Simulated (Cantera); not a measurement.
## Stirred combustor or abatement burner

A perfectly stirred reactor is fed with 3.96 % C₂H₆, 12.6 % O₂, 77.9 % N₂, 5.54 % H₂O, equivalence ratio 1.1, at 9.87 atm; it is adiabatic with a 500 K inlet, and is followed from long to short residence time, starting on the burning branch (τ in s: 0.063, 0.028, 0.013, 0.0057, 0.0026, 0.0012, 0.00052, 0.00023, 0.0001, 4.7e-05, 2.1e-05, 9.5e-06, 4.3e-06).

Cantera simulation using GRI-Mech 3.0 (53 species, 325 reactions); the numbers are that mechanism's predictions, not measurements.

```tsv
τ (s)	T (K)	x C₂H₆	x O₂	x CO₂	x C₂H₂	x NO₂	x H₂O	x NO
0.063	1828	1.53e-6	0.000211	0.0617	0.000113	1.80e-9	0.159	2.58e-5
0.028	1826	2.74e-6	0.000334	0.0615	0.000149	3.26e-9	0.159	3.15e-5
0.013	1823	4.72e-6	0.000527	0.0613	0.000189	5.51e-9	0.159	3.68e-5
0.0057	1817	8.57e-6	0.000887	0.0608	0.000239	9.25e-9	0.159	4.11e-5
0.0026	1808	1.56e-5	0.00151	0.0599	0.000302	1.43e-8	0.158	4.21e-5
0.0012	1793	3.02e-5	0.00266	0.0583	0.000388	2.02e-8	0.158	3.70e-5
0.00052	1756	7.28e-5	0.00547	0.0543	0.000533	2.40e-8	0.157	2.12e-5
0.00023	500	0.0396	0.126	<1e-12	<1e-12	<1e-12	0.0554	<1e-12
0.00010	500	0.0396	0.126	<1e-12	<1e-12	<1e-12	0.0554	<1e-12
4.7e-5	500	0.0396	0.126	<1e-12	<1e-12	<1e-12	0.0554	<1e-12
2.1e-5	500	0.0396	0.126	<1e-12	<1e-12	<1e-12	0.0554	<1e-12
9.5e-6	500	0.0396	0.126	<1e-12	<1e-12	<1e-12	0.0554	<1e-12
4.3e-6	500	0.0396	0.126	<1e-12	<1e-12	<1e-12	0.0554	<1e-12
```
x: mole fraction; the columns are a selection and need not sum to one.
